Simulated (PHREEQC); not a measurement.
Leach liquor: an equilibrium model

Dissolve 0.0031 mol/kgw HCl, 0.016 mol/kgw Li2SO4 and 0.023 mol/kgw Fe2(SO4)3 at 60 °C and 100 atm. Closed to the air; pH follows from the charge balance.

Computed with PHREEQC (ion-association model, phreeqc.dat).

Each row changes one thing in this solution. No solid was allowed to form.

```csv
case,pH,ionic strength (mol/kgw),SO4-2 (mol/kgw),FeSO4+ (mol/kgw),HSO4- (mol/kgw),Fe(SO4)2- (mol/kgw),SI of Goethite (FeOOH),SI of Hematite (Fe2O3)
as made,2.54,0.129,0.0309,0.0289,0.00796,0.00759,+5.73,+13.61
HCl from 0.0031 to 0.00465 mol/kgw,2.50,0.127,0.0300,0.0294,0.00843,0.00753,+5.64,+13.43
HCl left out,?,0.134,0.0329,0.0278,0.00710,0.00764,+5.91,+13.96
Fe2(SO4)3 from 0.023 to 0.0046 mol/kgw,?,0.0636,0.0174,0.00566,0.00353,0.00107,+5.75,+13.65
```

Task: What belongs in the gaps?

Result: 
- HCl left out, pH: 2.61
- Fe2(SO4)3 from 0.023 to 0.0046 mol/kgw, pH: 2.73

Complexes and solids missing from the database can't appear. Some of these states are supersaturated (in Hematite (slow to form), Goethite (slow to form), for instance). Under pressure, the constants of complexes without a molar volume in the database are unreliable. Away from 25 °C the constants follow the database's enthalpies or fits; those with neither stay at their 25 °C values.
